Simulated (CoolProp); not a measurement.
The fluid at 293.15 K and 1.12 MPa expands adiabatically to 0.318 MPa with isentropic efficiency 0.7. The same conditions are run with several fluids, on thermodynamics alone (safety and materials aside).

Model: reference Helmholtz-energy equation of state of each fluid (sulfur hexafluoride: Guder 2009; ethane: Bücker 2006; fluorine: de Reuck 1990; CH3F (R41): Lemmon 2006), in CoolProp.

Rank sulfur hexafluoride, ethane, fluorine, CH3F (R41) by work (kJ/kg), highest first.

ethane (59.2), CH3F (R41) (49.6), fluorine (47.6), sulfur hexafluoride (12.4)

```csv
fluid,final temperature (K),final density (kg/m³)
sulfur hexafluoride,264.6,22.3
ethane,247.9,4.85
fluorine,233.0,6.26
CH3F (R41),235.0,5.91
```
